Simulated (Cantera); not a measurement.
# Ignition delay

Mixture: 12.8 % CH4, 18.3 % O2, 68.8 % N2, equivalence ratio 1.4, at 4.34 atm, adiabatic and at constant volume. Ignition delay is the time to a rise of 400 K.

Cantera simulation using GRI-Mech 3.0 (53 species, 325 reactions); the numbers are that mechanism's predictions, not measurements.

| T0 (K) | delay (ms) |
|---|---|
| 1100 | 51.4 |
| 1150 | 25.3 |
| 1200 | 12.9 |
| 1250 | 6.76 |
| 1300 | 3.66 |
| 1350 | 2.03 |
| 1400 | 1.15 |

```yaml
apparent activation energy between 1300 and 1400 K: 170 kJ/mol
```
